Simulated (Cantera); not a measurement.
Standard-state values (1 bar) from the NASA 1993 polynomials, evaluated with Cantera. Values are per mole of reaction as written; species without (g) are pure solids or liquids, kept so even where they would boil at 1 bar. The tables' values for C2F4 are old estimates.

Task: Between 300 and 2300 K, where is each reaction favourable under standard conditions?
- C2F4(g) + CuF2(g) = Cu + 2 CF3(g)
- 2 CF3(g) + CuF2(g) = 2 CF4(g) + Cu

Result: 
- C2F4(g) + CuF2(g) = Cu + 2 CF3(g): ΔG° is -14 kJ at 300 K and -18 kJ at 2300 K; it stays negative (K > 1). ΔH° is 7 kJ and ΔS° 11 J/K at 2300 K.
- 2 CF3(g) + CuF2(g) = 2 CF4(g) + Cu: ΔG° is -586 kJ at 300 K and -142 kJ at 2300 K; it stays negative (K > 1). ΔH° is -610 kJ and ΔS° -204 J/K at 2300 K.
